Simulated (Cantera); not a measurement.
Mixture: 4.89 % CH₄, 17.4 % O₂, 65.5 % N₂, 12.2 % H₂O, at 1.01 bar, adiabatic and at constant volume. Ignition delay is the time to a rise of 400 K.

Model: GRI-Mech 3.0 (53 species, 325 reactions), integrated in Cantera.

Predict: delay at 1225 K; delay at 1425 K; delay at 1625 K; delay at 1825 K; apparent activation energy between 1725 and 1925 K.


* **delay at 1225 K**: 29.3 ms
* **delay at 1425 K**: 2.50 ms
* **delay at 1625 K**: 0.357 ms
* **delay at 1825 K**: 86.2 µs
* **apparent activation energy between 1725 and 1925 K**: 170 kJ/mol
